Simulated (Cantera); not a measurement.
# Adiabatic ignition

An adiabatic, constant-volume homogeneous reactor starts with 5.26 % CH₄, 0.347 % H₂, 19.8 % O₂, 74.6 % N₂, equivalence ratio 0.54, at 1075 K and 85000 Pa.

Cantera simulation using GRI-Mech 3.0 (53 species, 325 reactions); the numbers are that mechanism's predictions, not measurements.

```
t (s)     T (K)  P (bar)   x CH₄      x H₂    x O₂     x HCN    x NO     x CO₂
--------  -----  -------  ------  --------  ------  --------  ------  --------
9.00e-6    1075    0.850  0.0526   0.00347   0.198    <1e-12  <1e-12    <1e-12
1.93e-5    1075    0.850  0.0526   0.00347   0.198    <1e-12  <1e-12    <1e-12
4.15e-5    1075    0.850  0.0526   0.00347   0.198    <1e-12  <1e-12    <1e-12
8.92e-5    1075    0.850  0.0526   0.00347   0.198    <1e-12  <1e-12    <1e-12
0.000192   1075    0.850  0.0526   0.00347   0.198    <1e-12  <1e-12    <1e-12
0.000411   1075    0.850  0.0526   0.00347   0.198    <1e-12  <1e-12    <1e-12
0.000883   1075    0.850  0.0526   0.00347   0.198    <1e-12  <1e-12    <1e-12
0.00190    1075    0.850  0.0526   0.00347   0.198    <1e-12  <1e-12    <1e-12
0.00408    1075    0.850  0.0526   0.00347   0.198    <1e-12  <1e-12  1.76e-11
0.00875    1075    0.850  0.0525   0.00347   0.198    <1e-12  <1e-12   2.44e-9
0.0188     1076    0.851  0.0525   0.00345   0.198    <1e-12  <1e-12   4.01e-8
0.0404     1078    0.853  0.0522   0.00341   0.197    <1e-12  <1e-12   2.10e-7
0.0867     1120    0.886  0.0477   0.00392   0.193    <1e-12  <1e-12   1.84e-5
0.186      2395     1.90  <1e-12  0.000912  0.0839  2.34e-12  0.0115    0.0498
0.400      2394     1.90  <1e-12  0.000912  0.0838  2.35e-12  0.0116    0.0498
```
x: mole fraction; the columns are a selection and need not sum to one.

```yaml
time_of_steepest_temperature_rise: 90.1 ms
temperature at 0.400 s: 2394 K
equilibrium_temperature: 2394 K
x(CH₄) at 0.400 s: <1e-12 (gas-phase equilibrium <1e-12)
x(H₂) at 0.400 s: 0.000912 (gas-phase equilibrium 0.000912)
x(O₂) at 0.400 s: 0.0838 (gas-phase equilibrium 0.0838)
```
